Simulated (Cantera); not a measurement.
An isothermal, constant-pressure homogeneous reactor starts with 50.8 % CH4, 49.2 % CO2, at 1950 K and 390000 Pa.

Detailed kinetics in Cantera: GRI-Mech 3.0 (53 species, 325 reactions).

One state of this run: x CH4 = 0.00914; x CO2 = 0.0152; x CH2CO = 1.38e-5; x C2H2 = 0.0389; x CH2 = 2.62e-7; x OH = 5.28e-6; x C2H6 = 1.92e-6. x: mole fraction; the columns are a selection and need not sum to one.

Q: Which value of t (s) does it belong to?
A) 0.0327
B) 1.83
C) 0.125
D) 7.00

A: A, 0.0327
